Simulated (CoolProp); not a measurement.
The numbers come from the reference Helmholtz-energy equation of state, Lemmon 2005 in CoolProp. It is a short technical equation, of lower accuracy than the large ones.

Q: For trans-2-butene, give the phase and the density (kg/m³), cp (kJ/(kg K)), cv (kJ/(kg K)), expansivity (1/kK) at 93.15 °C and 5320 kPa; 183.85 °C and 5320 kPa; 206.55 °C and 5320 kPa.

A: 
- 93.15 °C and 5320 kPa: liquid; density 520, cp 2.69, cv 1.83, expansivity 2.90
- 183.85 °C and 5320 kPa: supercritical; density 172, cp 5.20, cv 2.24, expansivity 24.2
- 206.55 °C and 5320 kPa: supercritical; density 123, cp 3.33, cv 2.22, expansivity 9.71
